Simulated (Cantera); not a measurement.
What does this Cantera script print?

```python
import numpy as np
import cantera as ct

gas_names = """
    CL CL2 H HCL H2 Mg MgCL MgCL2 MgH Mg2
""".split()
cond_names = """
    Mg(cr) Mg(L) MgCL2(s) MgCL2(L)
""".split()


# ... load() reads the species with a 1 bar reference pressure and builds the phases ...
atoms = {
    'MgCl2': {'Mg': 1, 'CL': 2},
    'HCl': {'H': 1, 'CL': 1},
    'H2': {'H': 2},
}
top_T = {}  # K; cautious upper limits of use, not melting points


# ... equilibrate(T, P, feed) seeds the gas with the atoms and calls Mixture.equilibrate('TP', solver="vcs", rtol=1e-11, max_steps=5000) ...
results = []
feed = {'MgCl2': 1, 'HCl': 0.038, 'H2': 3.1}  # mol
T = 1425  # K
P = 1000  # Pa
mix = equilibrate(T, P, feed)
results.append((T, P, feed, dict(zip(mix.species_names, mix.species_moles))))
x = sorted(zip(gas.X, gas.species_names), reverse=True)
print(f"T = {T:g} K  P = {P:g} Pa  gas = {mix.phase_moles(0):.4g} mol")
print("   x: " + "  ".join(f"{s} {v:.3e}" for v, s in x if v > 1e-06))
print("   condensed (mol): " + ("  ".join(f"{mix.phase(i).name} {mix.phase_moles(i):.4g}"
      for i in range(1, mix.n_phases) if mix.phase_moles(i) > 1e-12) or "none"))
```

It prints:

```
T = 1425 K  P = 1000 Pa  gas = 4.151 mol
   x: H2 7.435e-01  MgCL2 2.376e-01  HCL 1.552e-02  Mg 3.044e-03  MgCL 2.784e-04  H 5.882e-05  MgH 2.491e-06  CL 1.006e-06
   condensed (mol): none
```

Method: chemical equilibrium by Gibbs-energy minimisation in Cantera with the NASA 1993 tables (ideal gas, pure condensed phases).
